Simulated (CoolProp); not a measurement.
Model: reference Helmholtz-energy equation of state, Lemmon 2006, in CoolProp. It is a short technical equation, of lower accuracy than the large ones.

Problem. For R142b, give the phase and the speed of sound (m/s), fugacity coefficient at 53.65 °C and 2.4 MPa; 84.35 °C and 2.4 MPa.

Solution. 
- 53.65 °C and 2.4 MPa: liquid; speed of sound 541, fugacity coefficient 0.286
- 84.35 °C and 2.4 MPa: liquid; speed of sound 404, fugacity coefficient 0.519
